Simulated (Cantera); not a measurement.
A closed system holds: 1 mol CaF2, 210 mol N2, at 0.160 Pa.

These are equilibrium values from Cantera (NASA tables, ideal gas, pure condensed phases), not measurements of a reactor. Candidate condensed phases: Ca, CaF2; 11 gas species. Rates play no part.

x: gas mole fraction; n: condensed amount in mol.

```
T (°C)   x N2       x F    x CaF2      x Ca     x CaF       x N  n CaF2(s)
------  -----  --------  --------  --------  --------  --------  ---------
725      1.00    <1e-12   7.15e-8    <1e-12    <1e-12    <1e-12      1.000
825     1.000  1.96e-11   7.40e-6    <1e-12  1.96e-11    <1e-12      0.998
925     1.000   2.01e-9  0.000342    <1e-12   2.01e-9    <1e-12      0.928
1025    0.995   7.44e-8   0.00474  1.41e-11   7.44e-8    <1e-12          0
1125    0.995       [?]   0.00474       [?]       [?]       [?]          0
1225    0.995   2.94e-6   0.00474   1.06e-8   2.92e-6  4.55e-11          0
1325    0.995   1.32e-5   0.00473   1.53e-7   1.29e-5  5.04e-10          0
1425    0.995   5.01e-5   0.00469   1.59e-6   4.69e-5   4.21e-9          0
1525    0.995  0.000167   0.00458   1.20e-5  0.000143   2.78e-8          0
1625    0.995       [?]   0.00430       [?]       [?]       [?]          0
1725    0.994   0.00134   0.00368  0.000291  0.000763   6.91e-7          0
1825    0.992   0.00314   0.00254  0.000948   0.00124   2.74e-6          0
1925    0.989   0.00587   0.00110   0.00226   0.00136   9.57e-6          0
```

Q: Some entries are withheld; supply them.

A: 
- 1625, x F: 0.000500
- 1625, x Ca: 6.78e-5
- 1625, x CaF: 0.000364
- 1625, x N: 1.51e-7
- 1125, x F: 5.33e-7
- 1125, x Ca: 4.90e-10
- 1125, x CaF: 5.32e-7
- 1125, x N: 2.92e-12
